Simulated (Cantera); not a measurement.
A closed system holds: 1 mol HgO, 0.12 mol O2, 0.48 mol H2, held at 0.0820 bar.

Method: chemical equilibrium by Gibbs-energy minimisation in Cantera with the NASA 1993 tables (ideal gas, pure condensed phases). Candidate condensed phases: H2O, Hg, HgO; 10 gas species. The numbers say what is thermodynamically allowed, not how fast it happens.

log p: log10 of the partial pressure in bar; n: condensed amount in mol.

```json
[
 {"T (°C)": "302", "log p H2O": "-1.27", "log p Hg": "-1.55", "log p O2": "-3.10", "log p OH": "<-13", "log p O": "<-13", "log p H2": "<-13", "log p HO2": "<-13", "n HgO(s)": "0.746"},
 {"T (°C)": "377", "log p H2O": "-1.67", "log p Hg": "-1.36", "log p O2": "-1.78", "log p OH": "-12.11", "log p O": "<-13", "log p H2": "<-13", "log p HO2": "<-13", "n HgO(s)": "0"},
 {"T (°C)": "452", "log p H2O": "-1.67", "log p Hg": "-1.36", "log p O2": "-1.78", "log p OH": "-10.77", "log p O": "<-13", "log p H2": "<-13", "log p HO2": "(withheld)", "n HgO(s)": "0"},
 {"T (°C)": "527", "log p H2O": "-1.67", "log p Hg": "-1.36", "log p O2": "-1.78", "log p OH": "-9.67", "log p O": "<-13", "log p H2": "<-13", "log p HO2": "(withheld)", "n HgO(s)": "0"},
 {"T (°C)": "602", "log p H2O": "-1.67", "log p Hg": "-1.36", "log p O2": "-1.78", "log p OH": "-8.76", "log p O": "-12.58", "log p H2": "-12.69", "log p HO2": "(withheld)", "n HgO(s)": "0"},
 {"T (°C)": "677", "log p H2O": "-1.67", "log p Hg": "-1.36", "log p O2": "-1.78", "log p OH": "-8.00", "log p O": "-11.39", "log p H2": "-11.53", "log p HO2": "(withheld)", "n HgO(s)": "0"},
 {"T (°C)": "752", "log p H2O": "-1.67", "log p Hg": "-1.36", "log p O2": "-1.78", "log p OH": "-7.34", "log p O": "-10.37", "log p H2": "-10.53", "log p HO2": "(withheld)", "n HgO(s)": "0"},
 {"T (°C)": "827", "log p H2O": "-1.67", "log p Hg": "-1.36", "log p O2": "-1.78", "log p OH": "-6.78", "log p O": "-9.49", "log p H2": "-9.67", "log p HO2": "(withheld)", "n HgO(s)": "0"},
 {"T (°C)": "902", "log p H2O": "-1.67", "log p Hg": "-1.36", "log p O2": "-1.78", "log p OH": "-6.29", "log p O": "-8.72", "log p H2": "-8.91", "log p HO2": "(withheld)", "n HgO(s)": "0"},
 {"T (°C)": "977", "log p H2O": "-1.67", "log p Hg": "-1.36", "log p O2": "-1.78", "log p OH": "-5.85", "log p O": "-8.05", "log p H2": "-8.25", "log p HO2": "(withheld)", "n HgO(s)": "0"},
 {"T (°C)": "1052", "log p H2O": "-1.67", "log p Hg": "-1.36", "log p O2": "-1.78", "log p OH": "-5.47", "log p O": "-7.45", "log p H2": "-7.66", "log p HO2": "(withheld)", "n HgO(s)": "0"},
 {"T (°C)": "1127", "log p H2O": "-1.67", "log p Hg": "-1.36", "log p O2": "-1.78", "log p OH": "-5.12", "log p O": "-6.91", "log p H2": "-7.13", "log p HO2": "(withheld)", "n HgO(s)": "0"},
 {"T (°C)": "1202", "log p H2O": "-1.67", "log p Hg": "-1.36", "log p O2": "-1.78", "log p OH": "-4.81", "log p O": "-6.43", "log p H2": "-6.66", "log p HO2": "(withheld)", "n HgO(s)": "0"}
]
```

Task: Complete the blanks.

Result: 
- 452, log p HO2: -12.82
- 527, log p HO2: -11.93
- 602, log p HO2: -11.18
- 677, log p HO2: -10.56
- 752, log p HO2: -10.02
- 827, log p HO2: -9.56
- 902, log p HO2: -9.16
- 977, log p HO2: -8.80
- 1052, log p HO2: -8.48
- 1127, log p HO2: -8.20
- 1202, log p HO2: -7.95
